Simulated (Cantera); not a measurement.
A closed system holds: 1 mol PbO, 2900 mol H2, held at 0.190 bar.

These are equilibrium values from Cantera (NASA tables, ideal gas, pure condensed phases), not measurements of a reactor. Candidate condensed phases: H2O, Pb, PbO, PbO2, Pb3O4; 12 gas species. Kinetics and transport are ignored.

x: gas mole fraction; n: condensed amount in mol.

```tsv
T (K)	x H2	x H	x H2O	x Pb	n Pb(l)
923	1.000	___	0.000345	1.33e-5	0.961
1023	1.000	___	0.000345	0.000140	0.593
1123	0.999	___	0.000345	0.000345	0
1223	0.999	___	0.000345	0.000345	0
1323	0.999	___	0.000345	0.000345	0
1423	0.999	___	0.000345	0.000345	0
1523	0.999	___	0.000345	0.000345	0
1623	0.999	___	0.000345	0.000345	0
1723	0.999	___	0.000345	0.000345	0
1823	0.998	___	0.000345	0.000345	0
1923	0.997	___	0.000344	0.000344	0
2023	0.995	___	0.000344	0.000344	0
2123	0.991	___	0.000343	0.000343	0
```

Q: What belongs in the gaps?

A: 
- 923, x H: 5.61e-10
- 1023, x H: 9.50e-9
- 1123, x H: 9.77e-8
- 1223, x H: 6.90e-7
- 1323, x H: 3.64e-6
- 1423, x H: 1.52e-5
- 1523, x H: 5.30e-5
- 1623, x H: 0.000158
- 1723, x H: 0.000418
- 1823, x H: 0.000993
- 1923, x H: 0.00216
- 2023, x H: 0.00435
- 2123, x H: 0.00819
